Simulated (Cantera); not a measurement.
Charge: 1 mol Cu2O, 2.8 mol CH4, 0.15 mol H2, at 13.3 mbar.

These are equilibrium values from Cantera (NASA tables, ideal gas, pure condensed phases), not measurements of a reactor. Candidate condensed phases: C, C6H6, C7H8, C8H18, Cu, CuO, Cu(OH)2, Cu2O, H2O; 113 gas species. Equilibrium is a limit: real reactors are often held back by kinetics, nucleation or transport.

Task: Which condensed phases are stable at each of these points (T (K)): 900, 1000, 1100, 1200, 1300, 1400, 1500, 1600?

Result: 
| T (K) | condensed phases | Cu condensed (%) |
|---|---|---|
| 900 | C(graphite) + Cu(s) | 100.0 |
| 1000 | C(graphite) + Cu(s) | 100.0 |
| 1100 | C(graphite) + Cu(s) | 100.0 |
| 1200 | C(graphite) + Cu(s) | 100.0 |
| 1300 | C(graphite) + Cu(s) | 100.0 |
| 1400 | C(graphite) + Cu(l) | 100.0 |
| 1500 | C(graphite) + Cu(l) | 99.8 |
| 1600 | C(graphite) + Cu(l) | 99.0 |

From 900 K to 1300 K the condensed part is C(graphite) + Cu(s). From 1400 K to 1600 K the condensed part is C(graphite) + Cu(l).
